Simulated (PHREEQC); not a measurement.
1 kg of water holding 0.26 mol/kgw NaOH, 0.077 mol/kgw Na2CO3 and 0.51 mol/kgw Na2SO4 is evaporated at 20 °C; the solids stay in contact with the brine. CO2 is held at log p = -3.4 (atm). The run lets Burkeite, Mirabilite, Nahcolite, Natron, Thenardite, Trona precipitate or redissolve, and no other solid.

All values are PHREEQC results (Pitzer model, pitzer.dat), not measurements.

```csv
water left (kg),ionic strength,water activity,Mirabilite (mol),Trona (mol),C in solution (mol/kgw)
1.001,2.10,0.974,0,0,0.255
0.8234,2.56,0.969,0,0,0.306
0.6771,3.12,0.963,0,0,(withheld)
0.5569,(withheld),0.956,0,0,(withheld)
0.458,4.62,0.947,0,0,0.530
0.3687,(withheld),0.939,0.0448,0,(withheld)
0.2806,5.81,0.934,(withheld),0,0.843
0.2085,6.46,0.926,0.259,0,1.12
0.1497,7.49,(withheld),0.335,0,(withheld)
0.1022,9.29,0.888,0.393,0,2.23
0.06264,11.2,0.860,0.438,0.0269,2.93
0.0277,11.2,0.860,0.478,0.0889,2.93
```

Complete the blanks.


- 0.6771, C in solution (mol/kgw): 0.367
- 0.5569, ionic strength: 3.79
- 0.5569, C in solution (mol/kgw): 0.440
- 0.3687, ionic strength: 5.38
- 0.3687, C in solution (mol/kgw): 0.651
- 0.2806, Mirabilite (mol): 0.164
- 0.1497, water activity: 0.913
- 0.1497, C in solution (mol/kgw): 1.54
